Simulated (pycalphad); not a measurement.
Computed with pycalphad from the COST 507 light-alloy database (1999), at 1 atm. The database dates from 1999; later assessments differ in places, in temperatures and in the compounds included. Phase fractions are per mole of atoms.

Q: Give the equilibrium state of Al-8.52Si-1.9Mg (at.%) at 497 °C.

A: 
```
T = 770.00 K, P = 101325 Pa, N = 1 mol of atoms
G = -28514 J/mol, H = 12585 J/mol, S = 53.38 J/(mol K)  (SER reference)
chemical potentials (J/mol): Al -28616, Si -20243, Mg -60791
phase             fraction      x(Al)      x(Si)      x(Mg)
FCC_A1              0.9064     0.9883     0.0074     0.0042
DIAMOND_A4          0.0709    1.7e-07     1.0000       none
MG2SI               0.0227       none     0.3333     0.6667
```

Q: Give the equilibrium state of Al-8.52Si-1.9Mg (at.%) at 577 °C.

A: 
```
T = 850.00 K, P = 101325 Pa, N = 1 mol of atoms
G = -33106 J/mol, H = 25248 J/mol, S = 68.65 J/(mol K)  (SER reference)
chemical potentials (J/mol): Al -33084, Si -25030, Mg -70318
phase             fraction      x(Al)      x(Si)      x(Mg)
LIQUID              0.7257     0.8625     0.1128     0.0247
FCC_A1              0.2743     0.9840     0.0122     0.0038
```

Database names, with the compositions (at.%) that they take in these runs: MG2SI: Mg 67 Si 33. FCC_A1 is fcc; DIAMOND_A4 is diamond (Si). An entry "none" or "no" means that the model of the phase leaves that element out.
